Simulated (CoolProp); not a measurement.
Computed with CoolProp (reference Helmholtz-energy equation of state, Span 1996).

**Question.** For carbon dioxide, give the phase and the cv (kJ/(kg K)), speed of sound (m/s) at 151.15 °C and 233 kPa; 151.15 °C and 738 kPa.

**Answer.** 
- 151.15 °C and 233 kPa: gas; cv 0.771, speed of sound 315
- 151.15 °C and 738 kPa: gas; cv 0.774, speed of sound 314
